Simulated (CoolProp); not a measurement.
The numbers come from the reference Helmholtz-energy equation of state, Platzer 1990 in CoolProp. This equation is an older, rougher fit; its heat capacities, sound speeds and derivatives of the liquid may be far off and weren't checked against measurements.

Question: Give the vapour pressure (bar), enthalpy of vaporisation (kJ/kg), liquid viscosity (µPa s) of saturated c-C4F8 (RC318) at 39.75 °C.

Answer: 
```
T (°C)  p (bar)  enthalpy of vaporisation (kJ/kg)  liquid viscosity (µPa s)
------  -------  --------------------------------  ------------------------
39.75      4.88                              97.2                       292
```

Viscosity comes from a separate model (Huber 2003), an estimate that may be off by 10 % or more.
